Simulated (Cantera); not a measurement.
**Adiabatic ignition**

An adiabatic, constant-pressure homogeneous reactor starts with CO : H2 : CH4 : O2 : N2 = 1 : 0.7 : 0.053 : 1.31 : 4.92 (molar parts), equivalence ratio 0.73, at 1200 K and 7.40 atm.

Detailed kinetics in Cantera: GRI-Mech 3.0 (53 species, 325 reactions).

```csv
t (s),T (K),x CO,x H2,x CH4,x OH,x CH2O,x H2O
5.00e-6,1200,0.125,0.0877,0.00664,1.76e-8,1.14e-9,5.70e-7
9.68e-6,1200,0.125,0.0877,0.00664,8.99e-8,1.47e-8,3.96e-6
1.87e-5,1201,0.125,0.0876,0.00663,2.42e-6,2.54e-6,0.000103
3.62e-5,2271,0.0567,0.00654,<1e-12,0.0150,1.11e-9,0.0901
7.01e-5,2680,0.0196,0.00236,<1e-12,0.0112,1.36e-10,0.103
0.000136,2689,0.0186,0.00226,<1e-12,0.0110,1.26e-10,0.103
0.000263,2687,0.0185,0.00225,<1e-12,0.0109,1.26e-10,0.103
0.000508,2683,0.0185,0.00225,<1e-12,0.0107,1.25e-10,0.103
0.000984,2678,0.0183,0.00224,<1e-12,0.0105,1.24e-10,0.103
0.00190,2674,0.0182,0.00223,<1e-12,0.0103,1.22e-10,0.103
0.00368,2671,0.0182,0.00223,<1e-12,0.0102,1.22e-10,0.104
0.00713,2671,0.0182,0.00223,<1e-12,0.0102,1.22e-10,0.104
0.0138,2671,0.0182,0.00223,<1e-12,0.0102,1.22e-10,0.104
0.0267,2671,0.0182,0.00223,<1e-12,0.0102,1.22e-10,0.104
0.0517,2671,0.0182,0.00223,<1e-12,0.0102,1.22e-10,0.104
0.100,2671,0.0182,0.00223,<1e-12,0.0102,1.22e-10,0.104
```
x: mole fraction; the columns are a selection and need not sum to one.

```yaml
time_of_steepest_temperature_rise: 32.4 µs
temperature at 0.100 s: 2671 K
equilibrium_temperature: 2671 K
x(CO) at 0.100 s: 0.0182 (gas-phase equilibrium 0.0182)
x(H2) at 0.100 s: 0.00223 (gas-phase equilibrium 0.00223)
x(CH4) at 0.100 s: <1e-12 (gas-phase equilibrium <1e-12)
```
